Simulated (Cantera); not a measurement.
A closed system holds: 1 mol Cu2O, 0.48 mol CH4, 2.7 mol CO, equilibrated at 2050 K and 3.50 bar.

These are equilibrium values from Cantera (NASA tables, ideal gas, pure condensed phases), not measurements of a reactor. The numbers say what is thermodynamically allowed, not how fast it happens.

```tsv
species	before	after
CO	0.707	0.698
H2	0.165	0.163
H2O	0.0660	0.0650
Cu	0.00194	0.0144
CO2	0.0593	0.0586
Cu2	9.44e-6	7.03e-5
OH	2.15e-5	5.83e-5
H	0.000493	0.00133
Cu(l), mol	1.99	1.94
```
Gas species are given as mole fractions.

### Question
Which change was made?
(A) CO from 2.7 to 0.35 mol
(B) pressure from 3.50 bar to 0.470 bar
(C) pressure from 3.50 bar to 0.000390 bar
(D) temperature from 2050 K to 1548 K

### Answer
B, pressure from 3.50 bar to 0.470 bar
